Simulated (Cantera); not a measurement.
Standard-state values (1 bar) from the NASA 1993 polynomials, evaluated with Cantera. Values are per mole of reaction as written; species without (g) are pure solids or liquids, kept so even where they would boil at 1 bar.

3 H₂O(g) + 2 V = 6 H(g) + V₂O₃

```json
[
 {"T (K)": "2000", "ΔH° (kJ)": "941.1", "ΔS° (J/K)": "312.5", "ΔG° (kJ)": "316.1", "log10 K": "-8.25", "condensed phases": "V(s), V₂O₃(s)"},
 {"T (K)": "2100", "ΔH° (kJ)": "(withheld)", "ΔS° (J/K)": "(withheld)", "ΔG° (kJ)": "(withheld)", "log10 K": "(withheld)", "condensed phases": "V(s), V₂O₃(s)"},
 {"T (K)": "2200", "ΔH° (kJ)": "906.5", "ΔS° (J/K)": "296.9", "ΔG° (kJ)": "253.2", "log10 K": "-6.01", "condensed phases": "V(l), V₂O₃(s)"},
 {"T (K)": "2300", "ΔH° (kJ)": "(withheld)", "ΔS° (J/K)": "(withheld)", "ΔG° (kJ)": "(withheld)", "log10 K": "(withheld)", "condensed phases": "V(l), V₂O₃(s)"},
 {"T (K)": "2400", "ΔH° (kJ)": "(withheld)", "ΔS° (J/K)": "(withheld)", "ΔG° (kJ)": "(withheld)", "log10 K": "(withheld)", "condensed phases": "V(l), V₂O₃(l)"}
]
```

Task: Some entries are withheld; supply them.

Result: 
- 2100, ΔH° (kJ): 946.8
- 2100, ΔS° (J/K): 315.3
- 2100, ΔG° (kJ): 284.7
- 2100, log10 K: -7.08
- 2300, ΔH° (kJ): 911.5
- 2300, ΔS° (J/K): 299.2
- 2300, ΔG° (kJ): 223.4
- 2300, log10 K: -5.07
- 2400, ΔH° (kJ): 1032.3
- 2400, ΔS° (J/K): 350.8
- 2400, ΔG° (kJ): 190.4
- 2400, log10 K: -4.14
